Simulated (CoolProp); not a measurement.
Vapour-liquid equilibrium of methane (1) + ethylene (2) at 0.257 MPa; x and y are mole fractions of (1).

Model: multi-fluid Helmholtz-energy mixture model, Setzmann 1991 and Smukala 2000; pair parameters Bell 2016, in CoolProp.

| x | bubble temperature, mixture model (°C) | bubble temperature, Raoult's law (°C) | y, mixture model | y, Raoult's law |
|---|---|---|---|---|
| 0.05 | -100.8 | -99.4 | 0.537 | 0.518 |
| 0.2 | -125.9 | -120.8 | 0.924 | 0.898 |
| 0.35 | -135.6 | -131.2 | 0.971 | 0.964 |
| 0.5 | -140.5 | -137.6 | 0.985 | 0.985 |
| 0.65 | -143.5 | -142.0 | 0.991 | 0.993 |
| 0.8 | -145.8 | -145.4 | 0.995 | 0.997 |
| 0.95 | -148.0 | -148.1 | 0.999 | 1.000 |

The largest gap from Raoult's law is -5.1 K in bubble temperature, at x = 0.2. No azeotrope shows between x = 0.05 and 0.95.

The pair parameters rest on a limited set of measurements; away from them the model extrapolates.
